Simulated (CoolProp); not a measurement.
n-decane along the isobar 2.26 MPa: density (kg/m³) from the reference equation and from simpler models built on Tc = 344.5 °C, pc = 2.101 MPa, ω = 0.488; each cubic takes its own stable root.

Computed with CoolProp (reference Helmholtz-energy equation of state, Lemmon 2006). It is a short technical equation, of lower accuracy than the large ones.

| T (°C) | phase | reference |
|---|---|---|
| 150.45 | liquid | 629.2 |
| 163.55 | liquid | 618.1 |
| 176.65 | liquid | 606.6 |
| 189.75 | liquid | 594.8 |
| 202.85 | liquid | 582.6 |
| 215.95 | liquid | 569.9 |
| 228.95 | liquid | 556.8 |
| 242.05 | liquid | 542.8 |
| 255.15 | liquid | 527.9 |
| 268.25 | liquid | 511.9 |
| 281.35 | liquid | 494.5 |
| 294.45 | liquid | 475.0 |
| 307.55 | liquid | 452.5 |
| 320.65 | liquid | 425.2 |
| 333.75 | liquid | 388.4 |
| 346.85 | supercritical | 314.6 |

Task: How far does each simpler model (van der Waals, Redlich-Kwong, Soave-Redlich-Kwong, Peng-Robinson) lie from the reference over these 16 states: mean and median of the absolute difference, and the worst?

Result: 
- van der Waals: mean 43.1 %, median 43.8 %, worst -44.8 % at 150.45 °C and 2.26 MPa
- Redlich-Kwong: mean 23.3 %, median 22.8 %, worst -27.3 % at 333.75 °C and 2.26 MPa
- Soave-Redlich-Kwong: mean 18.3 %, median 16.7 %, worst -27.7 % at 346.85 °C and 2.26 MPa
- Peng-Robinson: mean 8.0 %, median 5.8 %, worst -20.9 % at 346.85 °C and 2.26 MPa
